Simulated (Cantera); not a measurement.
Input: 1 mol TiO2, 3.8 mol Cl2, 0.19 mol O2, held at 1552 °C and 21000 Pa.

These are equilibrium values from Cantera (NASA tables, ideal gas, pure condensed phases), not measurements of a reactor. Equilibrium is a limit: real reactors are often held back by kinetics, nucleation or transport.

```
species              before     after
-----------------  --------  --------
O2                   0.0576     0.746
Cl                    0.501     0.191
Cl2                   0.418    0.0611
TiCl4                0.0221   3.66e-5
TiCl3              0.000134   5.79e-7
TiOCl2             0.000315   1.28e-5
O                   8.05e-5  0.000290
ClO                0.000959   0.00132
TiO2(rutile), mol     0.880     0.999
```
Gas species are given as mole fractions.

What was changed between the two runs?
(A) temperature from 1552 °C to 552 °C
(B) O2 from 0.19 to 18 mol
(C) pressure from 21000 Pa to 1330 Pa
(D) temperature from 1552 °C to 702 °C

B, O2 from 0.19 to 18 mol
